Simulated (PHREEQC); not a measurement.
Make-up at 20 °C: 0.032 mol CdCl2 and 0.0025 mol CaCl2 per kg of water. Closed to the air; pH follows from the charge balance.

All values are PHREEQC results (ion-association model, wateq4f.dat), not measurements.

No solid was allowed to form.

Question: Estimate the pH.

Answer: pH 5.64.

Question: In which forms is Cl present?

Answer: Cl- 65 %, CdCl+ 28 %, CdCl2 6.6 % of the Cl.
